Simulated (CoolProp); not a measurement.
n-perfluorohexane at several states: density (kg/m³) from the reference equation and from simpler models built on Tc = 174.9 °C, pc = 1.742 MPa, ω = 0.497; each cubic takes its own stable root.

The numbers come from the reference Helmholtz-energy equation of state, Gao 2022 in CoolProp.

```json
[
 {"T (°C)": "139.45", "p (MPa)": "0.115", "phase": "gas", "reference": "11.70", "van der Waals": "…", "Redlich-Kwong": "…", "Soave-Redlich-Kwong": "11.70", "Peng-Robinson": "11.73"},
 {"T (°C)": "-69.65", "p (MPa)": "0.181", "phase": "liquid", "reference": "…", "van der Waals": "1063", "Redlich-Kwong": "…", "Soave-Redlich-Kwong": "1643", "Peng-Robinson": "…"},
 {"T (°C)": "27.65", "p (MPa)": "3", "phase": "liquid", "reference": "…", "van der Waals": "968.1", "Redlich-Kwong": "1386", "Soave-Redlich-Kwong": "…", "Peng-Robinson": "1657"},
 {"T (°C)": "-63.45", "p (MPa)": "1.86", "phase": "liquid", "reference": "1927", "van der Waals": "1068", "Redlich-Kwong": "1577", "Soave-Redlich-Kwong": "1638", "Peng-Robinson": "…"}
]
```

Q: Some entries are withheld; supply them.

A: 
- 139.45, van der Waals: 11.62
- 139.45, Redlich-Kwong: 11.67
- -69.65, reference: 1941
- -69.65, Redlich-Kwong: 1581
- -69.65, Peng-Robinson: 1843
- 27.65, reference: 1682
- 27.65, Soave-Redlich-Kwong: 1471
- -63.45, Peng-Robinson: 1837
